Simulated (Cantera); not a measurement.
## Adiabatic ignition

An adiabatic, constant-volume homogeneous reactor starts with 9.85 % CH₄, 17.9 % O₂, 69.9 % N₂, 2.36 % H₂O, at 1375 K and 0.503 atm.

Cantera simulation using GRI-Mech 3.0 (53 species, 325 reactions); the numbers are that mechanism's predictions, not measurements.

```tsv
t (s)	T (K)	P (bar)	x CH₄	x O₂	x H₂O	x OH	x CO₂	x H₂O₂	x C₂H₆
1.00e-6	1375	0.510	0.0985	0.179	0.0236	1.35e-10	<1e-12	5.41e-12	<1e-12
3.15e-6	1375	0.510	0.0985	0.179	0.0236	4.40e-10	<1e-12	5.24e-11	<1e-12
9.90e-6	1375	0.510	0.0985	0.179	0.0236	6.63e-10	<1e-12	4.87e-10	<1e-12
3.12e-5	1375	0.510	0.0985	0.179	0.0236	1.15e-9	<1e-12	3.97e-9	1.21e-11
9.81e-5	1375	0.510	0.0985	0.179	0.0236	3.27e-9	3.76e-12	2.36e-8	4.56e-10
0.000309	1375	0.510	0.0985	0.179	0.0236	1.26e-8	1.83e-10	8.25e-8	2.48e-8
0.000972	1375	0.510	0.0985	0.179	0.0237	5.81e-8	1.50e-8	1.26e-7	2.30e-6
0.00306	1378	0.511	0.0979	0.179	0.0241	2.25e-7	7.28e-7	3.07e-7	9.83e-5
0.00962	2797	1.10	<1e-12	0.0145	0.163	0.0212	0.0423	2.57e-7	<1e-12
0.0303	2792	1.10	<1e-12	0.0137	0.163	0.0207	0.0421	2.47e-7	<1e-12
0.0953	2792	1.10	<1e-12	0.0137	0.163	0.0207	0.0421	2.47e-7	<1e-12
0.300	2792	1.10	<1e-12	0.0137	0.163	0.0207	0.0421	2.47e-7	<1e-12
```
x: mole fraction; the columns are a selection and need not sum to one.

| Item | Result |
|---|---|
| time of steepest temperature rise | 8.40 ms |
| temperature at 0.300 s | 2792 K |
| equilibrium temperature | 2792 K |
| x(CH₄) at 0.300 s | <1e-12 (gas-phase equilibrium <1e-12) |
| x(O₂) at 0.300 s | 0.0137 (gas-phase equilibrium 0.0137) |
| x(H₂O) at 0.300 s | 0.163 (gas-phase equilibrium 0.163) |
